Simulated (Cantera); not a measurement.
SiH2Cl2 + H2 (silicon epitaxy and polysilicon growth)

Feed: 1 mol SiH2Cl2, 240 mol H2, at 0.0133 bar.

Cantera equilibrium calculation (NASA polynomials, part measured and part estimated; ideal gas, pure solids and liquids). Candidate condensed phases: Si; 19 gas species. The tables' values for SiCl3 are old estimates; treat these amounts as uncertain. The numbers say what is thermodynamically allowed, not how fast it happens.

```
T (K)  log p H2  log p HCl  log p SiCl4  log p SiHCl3  n Si(s)
-----  --------  ---------  -----------  ------------  -------
800       -1.88      -4.74        -4.82         -5.00    0.533
850       -1.88      -4.48        -4.90         -5.07    0.605
900       -1.88      -4.28        -5.04         -5.19    0.702
950       -1.88      -4.12        -5.30         -5.39    0.811
1000      -1.88      -4.03        -5.70         -5.70    0.899
1050      -1.88      -3.99        -6.24         -6.11    0.943
1100      -1.88      -3.98        -6.83         -6.56    0.958
1150      -1.88      -3.98        -7.39         -6.99    0.962
1200      -1.88      -3.98        -7.92         -7.39    0.961
1250      -1.88      -3.98        -8.41         -7.76    0.960
1300      -1.88      -3.98        -8.86         -8.10    0.958
```
log p: log10 of the partial pressure in bar; n: condensed amount in mol.

From 800 K to 1300 K the condensed part is Si(s). The main Si-bearing gas is SiCl4 at 800 K and SiCl2 at 1300 K. The share of Si in condensed phases is highest at 1150 K (96.2 %) and lowest at 800 K (53.3 %).
